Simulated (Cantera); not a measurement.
Feed: 1 mol MgO, 44 mol HCl, 0.28 mol O₂, held at 1875 K and 1.33 mbar.

Method: chemical equilibrium by Gibbs-energy minimisation in Cantera with the NASA 1993 tables (ideal gas, pure condensed phases). Candidate condensed phases: H₂O, Mg, MgCl₂, MgO, Mg(OH)₂; 22 gas species. The numbers say what is thermodynamically allowed, not how fast it happens.

Base state: HCl 0.843, Cl 0.0743, H₂O 0.0337, H₂ 0.0238, MgCl₂ 0.0218, H 0.00277, OH 0.000306, Cl₂ 3.75e-5 (mole fractions); condensed: gas only.

Q: What changes in the equilibrium state with this change: pressure from 1.33 mbar to 0.880 bar?

A: 
| species | before | after |
|---|---|---|
| HCl | 0.843 | 0.918 |
| H₂O | 0.0337 | 0.0349 |
| MgCl₂ | 0.0218 | 0.0225 |
| Cl | 0.0743 | 0.0217 |
| H₂ | 0.0238 | 0.000503 |
| Mg | 2.43e-5 | <1e-9 |
| MgCl | 3.39e-5 | 1.82e-7 |
| H | 0.00277 | 1.57e-5 |
